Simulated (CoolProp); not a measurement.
n-dodecane along the isobar 1.01 bar: density (kg/m³) from the reference equation and from simpler models built on Tc = 385.0 °C, pc = 18.18 bar, ω = 0.574; each cubic takes its own stable root.

Model: reference Helmholtz-energy equation of state, Lemmon 2004, in CoolProp. It is a short technical equation, of lower accuracy than the large ones.

```
T (°C)  phase  reference
------  -----  ---------
272.25    gas      3.980
282.95    gas      3.890
293.55    gas      3.805
304.25    gas      3.724
314.85    gas      3.647
325.55    gas      3.573
336.15    gas      3.503
346.85    gas      3.436
```

Q: How far does each simpler model (van der Waals, Redlich-Kwong) lie from the reference over these 8 states: mean and median of the absolute difference, and the worst?

A: 
- van der Waals: mean 1.5 %, median 1.4 %, worst -2.1 % at 272.25 °C and 1.01 bar
- Redlich-Kwong: mean 1.0 %, median 0.9 %, worst -1.4 % at 272.25 °C and 1.01 bar
